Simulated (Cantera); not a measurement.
Charge: 1 mol MgO, 0.91 mol C, 4.5 mol H₂, equilibrated at 0.830 bar.

Method: chemical equilibrium by Gibbs-energy minimisation in Cantera with the NASA 1993 tables (ideal gas, pure condensed phases). Candidate condensed phases: C, C₆H₆, C₇H₈, C₈H₁₈, H₂O, Mg, MgCO₃, MgO, Mg(OH)₂; 116 gas species. Equilibrium is a limit: real reactors are often held back by kinetics, nucleation or transport.

Question: Which condensed phases are stable at each of these points (T (K)): 975, 1075, 1175, 1275, 1375, 1475, 1575, 1675, 1775, 1875, 1975, 2075?

Answer: 
```csv
T (K),condensed phases,Mg condensed (%)
975,C(graphite) + MgO(s),100.0
1075,C(graphite) + MgO(s),100.0
1175,C(graphite) + MgO(s),100.0
1275,C(graphite) + MgO(s),100.0
1375,C(graphite) + MgO(s),100.0
1475,C(graphite) + MgO(s),99.7
1575,C(graphite) + MgO(s),98.6
1675,C(graphite) + MgO(s),94.3
1775,C(graphite) + MgO(s),79.1
1875,C(graphite) + MgO(s),22.1
1975,MgO(s),9.0
2075,MgO(s),8.8
```

From 975 K to 1875 K the condensed part is C(graphite) + MgO(s). From 1975 K to 2075 K the condensed part is MgO(s).
